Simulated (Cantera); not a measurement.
An isothermal, constant-pressure homogeneous reactor starts with 1.43 % C3H8, 98.6 % H2, at 1925 K and 0.405 Torr.

Detailed kinetics in Cantera: GRI-Mech 3.0 (53 species, 325 reactions). GRI-Mech 3.0 was tuned for natural gas; its chemistry of propane as a main component is partial and can be far from experiment. GRI-Mech 3.0 stops at C3 and has no aromatics, soot or wall deposition, so with more carbon than oxygen in the feed, carbon stays in small species such as C2H2 where larger ones or solid carbon would form. Radical loss at walls, strong at low pressure, is not modelled.

x: mole fraction; the columns are a selection and need not sum to one.

```tsv
t (s)	x C3H8	x H2	x C2H	x C2H6	x C2H4	x H
2.00e-5	0.0140	0.985	<1e-12	1.40e-6	(withheld)	1.10e-5
0.000123	0.0128	0.984	<1e-12	4.43e-5	(withheld)	0.000333
0.000752	0.00609	0.973	2.97e-9	0.000478	(withheld)	0.00402
0.00461	8.61e-7	0.956	8.27e-7	5.16e-6	(withheld)	0.0118
0.0283	2.40e-10	0.959	1.46e-6	1.59e-6	(withheld)	0.00975
0.173	7.89e-11	0.963	1.51e-6	7.91e-7	(withheld)	0.00796
1.06	6.73e-12	0.969	1.79e-6	1.57e-7	(withheld)	0.00714
6.52	<1e-12	0.969	2.96e-6	4.63e-9	(withheld)	0.0100
40.0	<1e-12	0.961	5.61e-6	1.24e-11	(withheld)	0.0185
```

Problem. Fill in the missing entries.

Solution. 
- 2.00e-5, x C2H4: 6.56e-6
- 0.000123, x C2H4: 0.000218
- 0.000752, x C2H4: 0.00409
- 0.00461, x C2H4: 0.00454
- 0.0283, x C2H4: 0.000207
- 0.173, x C2H4: 7.91e-5
- 1.06, x C2H4: 1.68e-5
- 6.52, x C2H4: 1.08e-6
- 40.0, x C2H4: 2.55e-7
